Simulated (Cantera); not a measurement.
# Transport properties of process gases

Gas mixture: N₂ = 0.71 (molar parts), at 6.50 bar, frozen composition.

Cantera's kinetic-theory transport with the Lennard-Jones parameters of GRI-Mech 3.0, ideal gas; thermal conductivity in the mixture-averaged form.

| T (K) | ρ (kg/m³) | cp (J/kg/K) | μ (µPa s) | λ (mW/m/K) | Pr | D (cm²/s) OH | D (cm²/s) CH₄ | D (cm²/s) H₂O |
|---|---|---|---|---|---|---|---|---|
| 400 | 5.48 | 1047 | 22.3 | 32.8 | 0.713 | 0.0816 | 0.0582 | 0.0617 |
| 500 | 4.38 | 1058 | 26.1 | 39.0 | 0.708 | 0.119 | 0.0857 | 0.0939 |
| 600 | 3.65 | 1074 | 29.6 | 45.2 | 0.704 | 0.162 | 0.117 | 0.131 |
| 700 | 3.13 | 1095 | 32.8 | 51.2 | 0.702 | 0.210 | 0.152 | 0.173 |
| 800 | 2.74 | 1121 | 35.8 | 57.1 | 0.703 | 0.263 | 0.191 | 0.220 |
| 900 | 2.43 | 1147 | 38.7 | 62.9 | 0.706 | 0.320 | 0.232 | 0.270 |
D: mixture-averaged diffusion coefficient of that species in the mixture.
